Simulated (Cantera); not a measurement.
Charge: 1 mol Si3N4, 0.023 mol N2, at 0.00133 bar.

Equilibrium computed with Cantera from the NASA thermochemical tables; the gas is ideal and each condensed phase is pure. Candidate condensed phases: Si, Si3N4; 7 gas species. The tables' values for SiN are old estimates; treat these amounts as uncertain. Rates play no part. All values below are at 2523 K.

Base state: Si 0.593, N2 0.403, Si2 0.00230, SiN 0.00134, Si2N 0.000164, Si3 5.53e-5 (mole fractions); condensed: gas only.

Problem. What changes in the equilibrium state with this change: N2 from 0.023 to 2.6 mol?

Solution. 
```json
[
 {"species": "N2", "before": "0.403", "after": "0.606"},
 {"species": "Si", "before": "0.593", "after": "0.392"},
 {"species": "SiN", "before": "0.00134", "after": "0.00108"},
 {"species": "Si2", "before": "0.00230", "after": "0.00101"},
 {"species": "Si3", "before": "5.53e-5", "after": "1.60e-5"},
 {"species": "Si2N", "before": "0.000164", "after": "8.79e-5"}
]
```
